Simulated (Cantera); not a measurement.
A closed system holds: 1 mol TiCl4, 0.32 mol C3H8, at 1525 K and 0.610 bar.

Cantera equilibrium calculation (NASA polynomials, part measured and part estimated; ideal gas, pure solids and liquids). Candidate condensed phases: C, C6H6, C7H8, C8H18, Ti, TiC, TiCl2, TiCl3, TiCl4; 96 gas species. The tables' values for TiCl2 are old estimates; treat these amounts as uncertain. TiC: taken at fixed stoichiometry. Rates play no part.

What is the equilibrium state?


```json
{
  "x(HCl)": "0.414",
  "x(H2)": "0.280",
  "x(TiCl4)": "0.189",
  "x(TiCl3)": "0.117",
  "x(TiCl2)": "0.000156",
  "x(CH4)": "0.000109",
  "x(Cl)": "1.90e-5",
  "x(H)": "1.60e-5",
  "x(C2H2 (acetylene))": "3.38e-6",
  "n(C(graphite))": "0.764 mol",
  "n(TiC(s))": "0.195 mol",
  "gas_amount": "2.629 mol",
  "log10 activity of TiCl4(l) (absent)": "-2.93",
  "log10 activity of Ti(β) (absent)": "-5.67"
}
```
